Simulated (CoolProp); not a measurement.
R1123 at several states: fugacity coefficient from the reference equation and from simpler models built on Tc = 331.7 K, pc = 45.49 bar, ω = 0.243; each cubic takes its own stable root.

Model: reference Helmholtz-energy equation of state, Akasaka 2020, in CoolProp.

```csv
T (K),p (bar),phase,reference,van der Waals,Redlich-Kwong,Peng-Robinson
372,0.894,gas,0.9954,0.9956,0.9952,0.9948
323.2,19.9,gas,0.8369,0.8625,0.8430,0.8272
269.5,2.86,gas,0.9563,0.9695,0.9617,0.9562
292.3,151,liquid,0.1442,0.2446,0.1744,0.1434
```
